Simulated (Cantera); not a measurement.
An isothermal, constant-pressure homogeneous reactor starts with NO : N2 = 1 : 0.12 (molar parts), at 2123 K and 1.10 bar.

Computed with Cantera and GRI-Mech 3.0 (53 species, 325 reactions).

x: mole fraction; the columns are a selection and need not sum to one.

```json
[
 {"t (s)": "3.00e-6", "x NO": "0.893", "x O2": "2.60e-8", "x N2O": "7.03e-6", "x N2": "0.107", "x NO2": "(withheld)"},
 {"t (s)": "2.62e-5", "x NO": "0.893", "x O2": "1.65e-6", "x N2O": "5.74e-5", "x N2": "0.107", "x NO2": "(withheld)"},
 {"t (s)": "0.000228", "x NO": "0.892", "x O2": "0.000208", "x N2O": "0.000297", "x N2": "0.107", "x NO2": "(withheld)"},
 {"t (s)": "0.00199", "x NO": "0.881", "x O2": "0.00514", "x N2O": "0.000386", "x N2": "0.112", "x NO2": "(withheld)"},
 {"t (s)": "0.0173", "x NO": "0.795", "x O2": "0.0482", "x N2O": "0.000303", "x N2": "0.156", "x NO2": "(withheld)"},
 {"t (s)": "0.151", "x NO": "0.329", "x O2": "0.281", "x N2O": "4.76e-5", "x N2": "0.389", "x NO2": "(withheld)"},
 {"t (s)": "1.32", "x NO": "0.0183", "x O2": "0.436", "x N2O": "6.89e-7", "x N2": "0.544", "x NO2": "(withheld)"},
 {"t (s)": "11.5", "x NO": "0.0127", "x O2": "0.439", "x N2O": "6.21e-7", "x N2": "0.547", "x NO2": "2.74e-5"},
 {"t (s)": "100", "x NO": "0.0127", "x O2": "0.439", "x N2O": "6.21e-7", "x N2": "0.547", "x NO2": "2.74e-5"}
]
```

Task: What belongs in the gaps?

Result: 
- 3.00e-6, x NO2: 7.16e-7
- 2.62e-5, x NO2: 2.88e-5
- 0.000228, x NO2: 0.000299
- 0.00199, x NO2: 0.000415
- 0.0173, x NO2: 0.000634
- 0.151, x NO2: 0.000569
- 1.32, x NO2: 3.93e-5
